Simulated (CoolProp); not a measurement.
Vapour-liquid equilibrium of methanol (1) + water (2) at 1200 kPa; x and y are mole fractions of (1).

Values from CoolProp's multi-fluid Helmholtz-energy mixture model, de Reuck 1993 and Wagner 2002; pair parameters Bell 2016.

Q: Give the bubble temperature and the first vapour's composition at x = 0.2, 0.8, 0.95. Is there an azeotrope?

A: x = 0.2: 445.4 K, y = 0.410; x = 0.8: 422.0 K, y = 0.893; x = 0.95: 418.2 K, y = 0.973. No azeotrope shows between x = 0.05 and 0.95.

Pair parameters are fitted to limited data, so mixtures are less certain than the pure fluids.
